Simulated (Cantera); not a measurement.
A closed system holds: 1 mol C₂H₆, 0.25 mol CO₂, 0.35 mol NH₃, equilibrated at 0.960 bar.

Cantera equilibrium calculation (NASA polynomials, part measured and part estimated; ideal gas, pure solids and liquids). Candidate condensed phases: C, C₆H₆, C₇H₈, C₈H₁₈, H₂O; 136 gas species. Kinetics and transport are ignored. All values below are at 1975 K.

Base state: H₂ 0.836, CO 0.119, N₂ 0.0404, HCN 0.00245, H 0.00128, C₂H₂ (acetylene) 0.000543, CH₄ 0.000305, HNC 0.000133 (mole fractions); condensed: C(graphite).

### Question
What changes in the equilibrium state with this change: CO₂ from 0.25 to 0.17 mol?

### Answer
```csv
species,before,after
H₂,0.836,0.869
CO,0.119,0.0841
N₂,0.0404,0.0420
H₂O,1.24e-5,9.10e-6
CH₄,0.000305,0.000329
HCN,0.00245,0.00255
HNC,0.000133,0.000138
"C(graphite), mol",1.73,1.81
```

### Question
What changes in the equilibrium state with this change: CO₂ from 0.25 to 0.39 mol?

### Answer
```tsv
species	before	after
H₂	0.836	0.784
CO	0.119	0.174
N₂	0.0404	0.0378
H₂O	1.24e-5	1.70e-5
CH₄	0.000305	0.000268
HCN	0.00245	0.00230
C(graphite), mol	1.73	1.59
```
